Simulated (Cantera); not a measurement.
A perfectly stirred reactor is fed with CH₄ : N₂ : H₂O = 1 : 55 : 1.8 (molar parts), at 20.0 Torr; it is held at 2000 K, and followed from long to short residence time.

Computed with Cantera and GRI-Mech 3.0 (53 species, 325 reactions). Radical loss at walls, strong at low pressure, is not modelled.

Question: Predict: x(CH₄) at τ = 14.0 s; x(HCN) at τ = 14.0 s; x(C₂H) at τ = 14.0 s; x(CH₃) at τ = 14.0 s; x(CH₂) at τ = 14.0 s; x(CH₄) at τ = 43.0 ms; x(HCN) at τ = 43.0 ms; x(C₂H) at τ = 43.0 ms; x(CH₃) at τ = 43.0 ms; x(CH₂) at τ = 43.0 ms.

Answer: 
* **x(CH₄) at τ = 14.0 s**: 7.67e-5
* **x(HCN) at τ = 14.0 s**: 0.000198
* **x(C₂H) at τ = 14.0 s**: 1.80e-8
* **x(CH₃) at τ = 14.0 s**: 2.39e-5
* **x(CH₂) at τ = 14.0 s**: 4.67e-7
* **x(CH₄) at τ = 43.0 ms**: 0.00446
* **x(HCN) at τ = 43.0 ms**: 3.29e-5
* **x(C₂H) at τ = 43.0 ms**: 9.47e-7
* **x(CH₃) at τ = 43.0 ms**: 0.000763
* **x(CH₂) at τ = 43.0 ms**: 7.13e-6
